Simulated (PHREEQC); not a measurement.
**Acid rinse or clean: an equilibrium model**

A solution holds 1.8 mmol/kgw HCl, 4.3 mmol/kgw CaCl2 and 72 mmol/kgw CuCl2, at 81 °C. Closed to the air; pH follows from the charge balance.

Computed with PHREEQC (ion-association model, wateq4f.dat).

```
Item                     Result
----------------  -------------
pH                         2.85
ionic strength    0.156 mol/kgw
total alkalinity   -1.80 meq/kg
```

```json
[
 {"species": "Cl-", "molality": "0.116", "activity": "0.0819", "log γ": "-0.152"},
 {"species": "Cu+2", "molality": "0.0355", "activity": "0.0112", "log γ": "-0.502"},
 {"species": "CuCl+", "molality": "0.0348", "activity": "0.0248", "log γ": "-0.147"},
 {"species": "Ca+2", "molality": "0.00430", "activity": "0.00131", "log γ": "-0.516"},
 {"species": "H+", "molality": "0.00180", "activity": "0.00142", "log γ": "-0.103"},
 {"species": "CuCl2", "molality": "0.00175", "activity": "0.00181", "log γ": "0.016"},
 {"species": "CuCl3-", "molality": "1.70e-6", "activity": "1.22e-6", "log γ": "-0.147"}
]
```

No solid was allowed to form. At this temperature some constants are extrapolated from 25 °C, and those without enthalpy data are left unchanged.
